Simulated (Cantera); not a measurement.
A Cantera script and its output.

```python
import numpy as np
import cantera as ct

surf = ct.Interface("ptcombust.yaml", "Pt_surf")
gas = surf.adjacent["gas"]
gas.TPX = 300, 3300, {'H2': 0.011, 'O2': 0.066, 'N2': 0.79}
jet = ct.ImpingingJet(gas=gas, width=0.047, surface=surf)
jet.inlet.mdot, jet.inlet.T, jet.inlet.X = 0.03, 300, {'H2': 0.011, 'O2': 0.066, 'N2': 0.79}
jet.set_refine_criteria(ratio=10, slope=0.2, curve=0.3)
show, cover = ['H2', 'O2', 'H2O', 'OH'], ["PT(S)", "H(S)", "O(S)", "OH(S)", "CO(S)", "C(S)"]

rows = []
print(f"{'Ts/K':>7s}" + "".join(f"{s:>11s}" for s in show + cover) + "   (gas at the wall, coverages)")
for i, Ts in enumerate([500, 550, 600, 650, 700]):
    jet.surface.T = Ts
    if i == 0:
        surf.TP = Ts, 3300
        surf.coverages = "PT(S):0.5, O(S):0.5"
        surf.advance_coverages(1.0)
        jet.set_initial_guess(products="inlet")
    jet.solve(loglevel=0, auto=(i == 0))
    rows.append([*(jet.X[gas.species_index(s), -1] for s in show), *surf[cover].coverages])
    print(f"{Ts:7g}" + "".join(f"{x:11.3e}" for x in rows[-1]))
```

It prints:

```
   Ts/K         H2         O2        H2O         OH      PT(S)       H(S)       O(S)      OH(S)      CO(S)       C(S)   (gas at the wall, coverages)
    500  2.219e-03  6.493e-02  2.051e-02  1.735e-15  5.008e-02  3.593e-10  9.425e-01  7.366e-03  1.445e-24 -6.943e-32
    550  2.213e-03  6.497e-02  2.035e-02  6.599e-14  5.302e-02  3.999e-10  9.428e-01  4.206e-03  1.572e-15 -5.871e-27
    600  2.205e-03  6.499e-02  2.021e-02  1.356e-12  5.593e-02  5.709e-10  9.414e-01  2.621e-03  1.174e-15  6.307e-28
    650  2.162e-03  6.498e-02  2.016e-02  1.723e-11  5.998e-02  9.522e-10  9.383e-01  1.766e-03  2.638e-16  1.864e-26
    700  1.939e-03  6.477e-02  2.045e-02  1.463e-10  7.127e-02  1.924e-09  9.274e-01  1.333e-03  7.773e-16  6.602e-26
```

Model: Deutschmann's 1995 Pt surface mechanism with GRI-Mech 3.0 gas chemistry, integrated in Cantera. Catalytic surfaces can have several steady states; this one follows from the mechanism file's or the stated starting coverage.
